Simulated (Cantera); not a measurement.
Mixture: 8.64 % CH₄, 19.2 % O₂, 72.2 % N₂, equivalence ratio 0.90, at 9.87 atm, adiabatic and at constant pressure. Ignition delay is the time to a rise of 400 K.

Computed with Cantera and GRI-Mech 3.0 (53 species, 325 reactions).

Q: Predict: delay at 1025 K; delay at 1125 K; delay at 1225 K; delay at 1325 K; delay at 1425 K; apparent activation energy between 1325 and 1425 K.

A: 
```json
{
 "delay at 1025 K": "52.6 ms",
 "delay at 1125 K": "11.9 ms",
 "delay at 1225 K": "3.33 ms",
 "delay at 1325 K": "1.06 ms",
 "delay at 1425 K": "0.373 ms",
 "apparent activation energy between 1325 and 1425 K": "160 kJ/mol"
}
```
